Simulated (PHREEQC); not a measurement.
Solution A (3.4 mol KCl, 0.042 mol Na2B4O7 and 0.36 mol NaCl per kg of water) is mixed with solution B (0.049 mol/kgw H2SO4 and 0.0044 mol/kgw H3BO3) at 25 °C; shares are by mass of water, 1 kg in all. No CO2 enters from the air. The run lets Arcanite, Glaserite, Halite, Mirabilite, Misenite, Sylvite, Thenardite, Borax, Boric_acid,s, KB5O8:4H2O, K2B4O7:4H2O, NaBO2:4H2O, NaB5O8:5H2O, Teepleite precipitate or redissolve, and no other solid.

The series has 11 steps of share of solution B, from 0 to 1.

Model: Pitzer model, pitzer.dat, run in PHREEQC.

Q: Between which two steps does the pH jump most, and from what to what?

A: Between share of solution B = 0.4 and 0.5: from 7.85 to 2.23.

Species that the database lacks are ignored. In brines, pH and single-ion activities rest on the MacInnes convention.
